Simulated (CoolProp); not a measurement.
A single-stage vapour-compression cycle with the fluid: evaporating at 318.15 K (dew point), condensing at 358.15 K (bubble point), superheat 8 K, subcooling 5 K, compressor efficiency 0.65, no pressure losses. The same conditions are run with several fluids, on thermodynamics alone (safety and materials aside).

Model: reference Helmholtz-energy equation of state of each fluid (tetrahydrofuran: Fiedler 2023; R152A: Outcalt 1996; methanol: de Reuck 1993; c-C4F8 (RC318): Platzer 1990; R1224YDZ: Akasaka 2023; n-hexane: Thol 2019), in CoolProp. The equations of Platzer and Polt are older, rougher fits.

Problem. Rank tetrahydrofuran, R152A, methanol, c-C4F8 (RC318), R1224YDZ, n-hexane by cooling COP, highest first.

Solution. tetrahydrofuran (4.76), methanol (4.65), n-hexane (4.54), R1224YDZ (4.33), R152A (4.03), c-C4F8 (RC318) (3.63)

```json
[
 {"fluid": "tetrahydrofuran", "pressure ratio": "3.71", "discharge temperature (K)": "388.6", "refrigerating effect (kJ/kg)": "375", "volumetric capacity (kJ/m³)": "494"},
 {"fluid": "R152A", "pressure ratio": "2.51", "discharge temperature (K)": "384.2", "refrigerating effect (kJ/kg)": "192", "volumetric capacity (kJ/m³)": "5920"},
 {"fluid": "methanol", "pressure ratio": "4.83", "discharge temperature (K)": "464.1", "refrigerating effect (kJ/kg)": "1060", "volumetric capacity (kJ/m³)": "574"},
 {"fluid": "c-C4F8 (RC318)", "pressure ratio": "2.65", "discharge temperature (K)": "358.4", "refrigerating effect (kJ/kg)": "58.6", "volumetric capacity (kJ/m³)": "2850"},
 {"fluid": "R1224YDZ", "pressure ratio": "2.91", "discharge temperature (K)": "366.9", "refrigerating effect (kJ/kg)": "118", "volumetric capacity (kJ/m³)": "2010"},
 {"fluid": "n-hexane", "pressure ratio": "3.65", "discharge temperature (K)": "362.2", "refrigerating effect (kJ/kg)": "281", "volumetric capacity (kJ/m³)": "413"}
]
```
